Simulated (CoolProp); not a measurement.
Vapour-liquid equilibrium of n-heptane (1) + o-xylene (2) at 346.6 K; x and y are mole fractions of (1).

Values from CoolProp's multi-fluid Helmholtz-energy mixture model, Span 2003 and Zhou 2012; pair parameters Bell 2016.

Q: Give the bubble pressure and the first vapour's composition at x = 0.2, 0.35, 0.875. Is there an azeotrope?

A: x = 0.2: 0.01946 MPa, y = 0.589; x = 0.35: 0.02518 MPa, y = 0.732; x = 0.875: 0.04175 MPa, y = 0.960. No azeotrope shows between x = 0.05 and 0.95.

Pair parameters are fitted to limited data, so mixtures are less certain than the pure fluids.
